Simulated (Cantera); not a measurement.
A freely propagating, adiabatic, planar premixed flame of C3H8 : O2 : N2 : H2O = 1 : 3.85 : 11.5 : 0.03 (molar parts), equivalence ratio 1.3, unburnt at 700 K and 500000 Pa; mixture-averaged transport, grid criteria slope 0.08 and curve 0.16, no radiation.

Detailed kinetics in Cantera: GRI-Mech 3.0 (53 species, 325 reactions). GRI-Mech 3.0 was tuned for natural gas; its chemistry of propane as a main component is partial and can be far from experiment. Burning velocities carry a grid error of a few per cent, more on coarse grids.

Task: Predict: laminar burning velocity; thermal thickness; peak x(C2H2); peak x(C2H6); peak x(C2H4).

Result: 
```json
{
  "laminar_burning_velocity": "180 cm/s",
  "thermal_thickness": "0.0523 mm",
  "peak x(C2H2)": "0.00516",
  "peak x(C2H6)": "0.00228",
  "peak x(C2H4)": "0.0162"
}
```
